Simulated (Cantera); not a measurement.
A freely propagating, adiabatic, planar premixed flame of 27.0 % H2, 15.3 % O2, 57.7 % N2, equivalence ratio 0.88, unburnt at 425 K and 1.20 bar; mixture-averaged transport, grid criteria slope 0.08 and curve 0.16, no radiation.

Detailed kinetics in Cantera: the H2/O2 subset of GRI-Mech 3.0, which has no nitrogen chemistry. Burning velocities carry a grid error of a few per cent, more on coarse grids.

x: mole fraction of selected species; z is measured from the peak of heat release.

```csv
z (mm),T (K),u (m/s),x H2,x O2,x O,x H,x OH,x H2O2
-0.939,425,3.52,0.270,0.153,<1e-8,<1e-8,<1e-8,<1e-8
-0.626,425,3.52,0.270,0.153,<1e-8,<1e-8,<1e-8,<1e-8
-0.470,425,3.52,0.270,0.153,<1e-8,<1e-8,<1e-8,<1e-8
-0.313,425,3.52,0.269,0.153,<1e-8,<1e-8,<1e-8,<1e-8
-0.157,441,3.62,0.261,0.155,1.73e-6,4.89e-6,8.45e-6,(withheld)
-0.0783,685,5.43,0.221,0.151,0.000166,0.00222,0.000913,(withheld)
0,1150,8.82,0.137,0.119,0.00331,0.0191,0.00258,(withheld)
0.0783,1483,11.2,0.0618,0.0672,0.00932,0.0349,0.00798,(withheld)
0.157,1656,12.5,0.0370,0.0452,0.0112,0.0346,0.0120,(withheld)
0.313,1826,13.6,0.0298,0.0368,0.00995,0.0256,0.0148,(withheld)
0.626,1989,14.7,0.0254,0.0325,0.00732,0.0159,0.0157,(withheld)
1.25,2127,15.6,0.0195,0.0289,0.00479,0.00867,0.0150,(withheld)
2.50,2233,16.2,0.0133,0.0260,0.00284,0.00416,0.0130,(withheld)
```

Problem. Fill in the missing entries.

Solution. 
- -0.157, x H2O2: 6.91e-6
- -0.0783, x H2O2: 6.59e-5
- 0, x H2O2: 1.37e-5
- 0.0783, x H2O2: 4.54e-6
- 0.157, x H2O2: 2.50e-6
- 0.313, x H2O2: 1.25e-6
- 0.626, x H2O2: 6.70e-7
- 1.25, x H2O2: 4.26e-7
- 2.50, x H2O2: 3.10e-7
